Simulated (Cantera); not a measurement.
Gas mixture: O₂ = 0.26 (molar parts), at 9.87 atm, frozen composition.

Cantera's kinetic-theory transport with the Lennard-Jones parameters of GRI-Mech 3.0, ideal gas; thermal conductivity in the mixture-averaged form.

One state of this run: ρ (kg/m³) = 4.81; cp (J/kg/K) = 1055; μ (µPa s) = 41.4; λ (mW/m/K) = 61.4; Pr = 0.710; D (cm²/s) CH₃ = 0.126; D (cm²/s) NH₃ = 0.137; D (cm²/s) CH₄ = 0.125. D: mixture-averaged diffusion coefficient of that species in the mixture.

Question: Which value of T (K) does it belong to?
(A) 2000
(B) 1600
(C) 1200
(D) 800

Answer: D, 800
